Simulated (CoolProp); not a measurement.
Vapour-liquid equilibrium of toluene (1) + n-nonane (2) at 0.01 MPa; x and y are mole fractions of (1).

The numbers come from the multi-fluid Helmholtz-energy mixture model, Lemmon 2006 and Lemmon 2006; pair parameters Bell 2016 in CoolProp.

```tsv
x	bubble temperature, mixture model (K)	bubble temperature, Raoult's law (K)	y, mixture model	y, Raoult's law
0.05	348.9	350.4	___	0.177
0.125	342.9	345.9	___	0.376
0.2	338.2	342.0	0.589	0.521
0.275	334.6	338.5	0.683	0.629
0.35	331.6	335.5	0.748	0.711
0.425	___	332.8	0.797	0.776
0.5	327.2	330.3	0.834	0.827
0.575	325.5	328.1	0.865	0.868
0.65	324.1	326.0	0.891	0.902
0.725	___	324.2	0.915	0.930
0.8	321.5	322.4	0.938	0.953
0.875	320.3	320.8	0.960	0.973
0.95	319.2	319.3	0.984	0.990
```

**Question.** Complete the blanks.

**Answer.** 
- 0.05, y, mixture model: 0.226
- 0.125, y, mixture model: 0.449
- 0.425, bubble temperature, mixture model (K): 329.2
- 0.725, bubble temperature, mixture model (K): 322.7

The largest gap from Raoult's law is -3.9 K in bubble temperature, at x = 0.275. No azeotrope shows between x = 0.05 and 0.95.

Pair parameters are fitted to limited data, so mixtures are less certain than the pure fluids.
